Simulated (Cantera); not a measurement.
Cantera run:

```python
import numpy as np
import cantera as ct

gas_names = """
    C CN CO CO2 C2 CCN CNC C2N2 C2O C3 C3O2 C4 C4N2 C5 Cu CuO Cu2 N NCO NO NO2 NO3 N2 N2O O O2 O3
""".split()
cond_names = """
    C(gr) Cu(cr) Cu(L) CuO(s) Cu2O(s) Cu2O(L)
""".split()


# ... load() reads the species with a 1 bar reference pressure and builds the phases ...
atoms = {
    'CuO': {'Cu': 1, 'O': 1},
    'C': {'C': 1},
    'N2': {'N': 2},
}
top_T = {'C(gr)': 4500, 'CuO(s)': 1390}  # K; cautious upper limits of use, not melting points


# ... equilibrate(T, P, feed) seeds the gas with the atoms and calls Mixture.equilibrate('TP', solver="vcs", rtol=1e-11, max_steps=5000) ...
results = []
feed = {'CuO': 1, 'C': 4.7, 'N2': 0.22}  # mol
T = 1848  # K
P = 180000  # Pa
mix = equilibrate(T, P, feed)
results.append((T, P, feed, dict(zip(mix.species_names, mix.species_moles))))
print(gas.report(threshold=0.001))
for i in range(1, mix.n_phases):
    print(f"{mix.phase(i).name:16s} {mix.phase_moles(i):12.5e} mol")
```

Output:

```
       temperature   1848 K
          pressure   1.8e+05 Pa
           density   0.32837 kg/m^3
  mean mol. weight   28.03 kg/kmol
   phase of matter   gas

                          1 kg             1 kmol
                     ---------------   ---------------
          enthalpy       -1.4024e+06       -3.9309e+07  J
   internal energy       -1.9505e+06       -5.4674e+07  J
           entropy            9050.3        2.5368e+05  J/K
    Gibbs function       -1.8127e+07       -5.0811e+08  J
 heat capacity c_p            1282.3             35944  J/K
 heat capacity c_v            985.69             27629  J/K

                      mass frac. Y      mole frac. X     chem. pot. / RT
                     ---------------   ---------------   ---------------
                CO           0.81857           0.81917           -34.242
                N2           0.18014           0.18025           -27.803
     [  +25 minor]         0.0012829        0.00058566

C(gr)             3.70008e+00 mol
Cu(L)             9.99367e-01 mol
Cu2O(L)           0.00000e+00 mol
```

Method: chemical equilibrium by Gibbs-energy minimisation in Cantera with the NASA 1993 tables (ideal gas, pure condensed phases).
